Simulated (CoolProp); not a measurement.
Properties of oxygen at several states (Tc = 154.6 K, pc = 5046 kPa, ω = 0.022).

The numbers come from the reference Helmholtz-energy equation of state, Schmidt 1985 in CoolProp. Above 300 K oxygen's equation is extrapolated.

```tsv
T (K)	p (kPa)	phase	density (kg/m³)	isothermal compressibility (1/MPa)	fugacity coefficient
242.6	14.1	gas	0.2237	70.94	0.9998
680.1	2960	gas	16.62	0.3351	1.008
467.5	16	gas	0.1317	62.50	1.000
122	308	gas	___	___	___
```

**Question.** Fill in the missing entries.

**Answer.** 
- 122, density (kg/m³): 10.14
- 122, isothermal compressibility (1/MPa): 3.395
- 122, fugacity coefficient: 0.9597
